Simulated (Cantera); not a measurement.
Input (Python, Cantera) and output of one run.

```python
import numpy as np
import cantera as ct

gas_names = """
    N NO NO2 NO3 N2 N2O O O2 O3 Si SiN SiO SiO2 Si2 Si2N Si3
""".split()
cond_names = """
    Si(cr) Si(L) SiO2(Lqz) SiO2(hqz) SiO2(L) Si2N2O(s) Si3N4(a)
""".split()


# ... load() reads the species with a 1 bar reference pressure and builds the phases ...
atoms = {
    'Si3N4': {'Si': 3, 'N': 4},
    'O2': {'O': 2},
}
top_T = {'Si2N2O(s)': 2100, 'Si3N4(a)': 2400}  # K; cautious upper limits of use, not melting points


# ... equilibrate(T, P, feed) seeds the gas with the atoms and calls Mixture.equilibrate('TP', solver="vcs", rtol=1e-11, max_steps=5000) ...
results = []
T = 1598  # K
P = 13332.2  # Pa
for m in [0.38, 0.52, 0.72, 1, 1.4, 1.9, 2.7, 3.7, 5.2, 7.2, 10, 14]:
    feed = {'Si3N4': 1, 'O2': m}  # mol
    mix = equilibrate(T, P, feed)
    results.append((T, P, feed, dict(zip(mix.species_names, mix.species_moles))))

top = {s: max(r[3][s] / sum(r[3][g] for g in gas_names) for r in results) for s in gas_names}
cols = sorted((s for s in top if top[s] > 1e-06), key=lambda s: -top[s])[:6]
seen = [c for c in cond_names if any(r[3].get(c, 0) > 1e-12 for r in results)]
print("log10 of partial pressures in bar; condensed amounts in mol")
print(f"{'n(O2)':>10s}" + "".join(f"{s[:9]:>10s}" for s in cols + seen))
for T, P, feed, n in results:
    ng = sum(n[g] for g in gas_names)
    print(f"{feed['O2']:10.4g}" + "".join(f"{np.log10(max(n[s] / ng * P / 1e5, 1e-99)):10.3f}" for s in cols)
          + "".join(f"{n.get(c, 0):10.4g}" for c in seen))
```

It prints:

```
log10 of partial pressures in bar; condensed amounts in mol
     n(O2)        N2        O2        NO       SiO         O       NO2 SiO2(hqz) Si2N2O(s)  Si3N4(a)
      0.38    -0.875   -23.775   -14.651    -5.981   -16.736   -28.591         0      0.76    0.4933
      0.52    -0.875   -23.775   -14.651    -5.981   -16.736   -28.591         0      1.04    0.3067
      0.72    -0.875   -23.775   -14.651    -5.981   -16.736   -28.591         0      1.44      0.04
         1    -0.875   -17.018   -11.273    -4.292   -13.358   -21.834    0.3332     1.333         0
       1.4    -0.875   -17.018   -11.273    -4.292   -13.358   -21.834    0.8665     1.067         0
       1.9    -0.875   -17.018   -11.273    -4.292   -13.358   -21.834     1.533    0.7332         0
       2.7    -0.875   -17.018   -11.273    -4.292   -13.358   -21.834       2.6    0.1998         0
       3.7    -1.006    -1.463    -3.561   -12.070    -5.580    -6.345         3         0         0
       5.2    -1.198    -1.157    -3.504   -12.223    -5.427    -6.135         3         0         0
       7.2    -1.368    -1.045    -3.533   -12.279    -5.371    -6.107         3         0         0
        10    -1.530    -0.985    -3.584   -12.309    -5.341    -6.128         3         0         0
        14    -1.690    -0.948    -3.646   -12.327    -5.323    -6.172         3         0         0
```

Cantera equilibrium calculation (NASA polynomials, part measured and part estimated; ideal gas, pure solids and liquids). Mutual solubility and eutectic melting of coexisting phases are not modelled. The tables hold silica as quartz up to 1696 K and as liquid above; real silica turns to tridymite and cristobalite and melts near 1996 K.
